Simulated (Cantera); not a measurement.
What does this Cantera script print?

```python
import numpy as np
import cantera as ct

gas_names = """
    B BH BH2 BH3 BN BO BO2 B2 B2O B2O2 B2O3 B3O3H3 H HBO HBO2 HNO HNO2 HNO3 HO2 H2 H2O H2O2 H3B3O6 N NH
    NH2 NH3 NH2OH NO NO2 NO3 N2 N2H2 N2H4 N2O O OH O2 O3
""".split()
cond_names = """
    B(b) B(L) BN(s) B2O3(L) B3O3H3(cr) H2O(s) H2O(L)
""".split()


# ... load() reads the species with a 1 bar reference pressure and builds the phases ...
atoms = {
    'B': {'B': 1},
    'H2': {'H': 2},
    'N2': {'N': 2},
    'O2': {'O': 2},
}
top_T = {'BN(s)': 3200}  # K; cautious upper limits of use, not melting points


# ... equilibrate(T, P, feed) seeds the gas with the atoms and calls Mixture.equilibrate('TP', solver="vcs", rtol=1e-11, max_steps=5000) ...
results = []
feed = {'B': 1, 'H2': 47, 'N2': 13, 'O2': 0.17}  # mol
T = 2148.15  # K
P = 110  # Pa
mix = equilibrate(T, P, feed)
results.append((T, P, feed, dict(zip(mix.species_names, mix.species_moles))))
x = sorted(zip(gas.X, gas.species_names), reverse=True)
print(f"T = {T:g} K  P = {P:g} Pa  gas = {mix.phase_moles(0):.4g} mol")
print("   x: " + "  ".join(f"{s} {v:.3e}" for v, s in x if v > 1e-06))
print("   condensed (mol): " + ("  ".join(f"{mix.phase(i).name} {mix.phase_moles(i):.4g}"
      for i in range(1, mix.n_phases) if mix.phase_moles(i) > 1e-12) or "none"))
```

Result:

```
T = 2148.15 K  P = 110 Pa  gas = 63.67 mol
   x: H2 6.845e-01  N2 2.042e-01  H 1.041e-01  BO 3.456e-03  HBO 1.791e-03  B 1.200e-03  BH2 7.061e-04  B2O 7.198e-05  BH 4.543e-05  BN 1.374e-05  B2O2 1.038e-05
   condensed (mol): B(b) 0.5302
```

Method: chemical equilibrium by Gibbs-energy minimisation in Cantera with the NASA 1993 tables (ideal gas, pure condensed phases). The tables' values for BH2 are old estimates; treat these amounts as uncertain.
